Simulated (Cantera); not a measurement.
A Cantera script and what it prints.

```python
import numpy as np
import cantera as ct

gas_names = [...]  # 123 gases of nasa_gas.yaml made of C, H, O, Si
cond_names = """
    C(gr) C6H6(L) C7H8(L) C8H18(L),n-octa H2O(s) H2O(L) Si(cr) Si(L) SiC(b) SiO2(Lqz) SiO2(hqz) SiO2(L)
""".split()


# ... load() reads the species with a 1 bar reference pressure and builds the phases ...
atoms = {
    'Si': {'Si': 1},
    'CO': {'C': 1, 'O': 1},
    'H2': {'H': 2},
}
top_T = {'C(gr)': 4500, 'SiC(b)': 3050}  # K; cautious upper limits of use, not melting points


# ... equilibrate(T, P, feed) seeds the gas with the atoms and calls Mixture.equilibrate('TP', solver="vcs", rtol=1e-11, max_steps=5000) ...
results = []
feed = {'Si': 1, 'CO': 1.8, 'H2': 2.5}  # mol
P = 700  # Pa
for T in [750, 825, 900, 975, 1050, 1125, 1200, 1275, 1350, 1425, 1500, 1575, 1650]:
    mix = equilibrate(T, P, feed)
    results.append((T, P, feed, dict(zip(mix.species_names, mix.species_moles))))

top = {s: max(r[3][s] / sum(r[3][g] for g in gas_names) for r in results) for s in gas_names}
cols = sorted((s for s in top if top[s] > 1e-05), key=lambda s: -top[s])[:9]
seen = [c for c in cond_names if any(r[3].get(c, 0) > 1e-12 for r in results)]
print("log10 of partial pressures in bar; condensed amounts in mol")
print(f"{'T/K':>10s}" + "".join(f"{s[:9]:>10s}" for s in cols + seen))
for T, P, feed, n in results:
    ng = sum(n[g] for g in gas_names)
    print(f"{T:10.4g}" + "".join(f"{np.log10(max(n[s] / ng * P / 1e5, 1e-99)):10.3f}" for s in cols)
          + "".join(f"{n.get(c, 0):10.4g}" for c in seen))
```

It prints:

```
log10 of partial pressures in bar; condensed amounts in mol
       T/K        H2        CO       SiO       CH4         H       H2O     C(gr)    SiC(b) SiO2(Lqz) SiO2(hqz)
       750    -2.164   -12.225   -17.703    -3.824   -13.582   -12.430     1.648       0.1       0.9         0
       825    -2.158   -10.284   -15.253    -4.359   -12.179   -11.340     1.684       0.1       0.9         0
       900    -2.156    -8.672   -13.219    -4.817   -11.010   -10.442     1.695       0.1         0       0.9
       975    -2.155    -7.311   -11.502    -5.211   -10.019    -9.688     1.698       0.1         0       0.9
      1050    -2.155    -6.148   -10.034    -5.552    -9.169    -9.044     1.699    0.1001         0    0.8999
      1125    -2.155    -5.142    -8.765    -5.851    -8.430    -8.489     1.696    0.1013         0    0.8987
      1200    -2.158    -4.264    -7.657    -6.118    -7.784    -8.008      1.67    0.1098         0    0.8902
      1275    -2.175    -3.491    -6.682    -6.384    -7.220    -7.600     1.519    0.1604         0    0.8396
      1350    -2.265    -2.806    -5.818    -6.769    -6.755    -7.313    0.6227    0.4588         0    0.5405
      1425    -2.318    -2.661    -4.891    -7.371    -6.325    -7.186         0    0.6644         0    0.3289
      1500    -2.325    -2.662    -4.016    -7.918    -5.917    -7.076         0    0.6497         0    0.2993
      1575    -2.370    -2.671    -3.223    -8.493    -5.566    -7.017         0    0.5499         0   0.09976
      1650    -2.391    -2.675    -3.090    -8.681    -5.237    -7.234         0       0.5         0         0
```

Method: chemical equilibrium by Gibbs-energy minimisation in Cantera with the NASA 1993 tables (ideal gas, pure condensed phases). Mutual solubility and eutectic melting of coexisting phases are not modelled. The tables hold silica as quartz up to 1696 K and as liquid above; real silica turns to tridymite and cristobalite and melts near 1996 K.
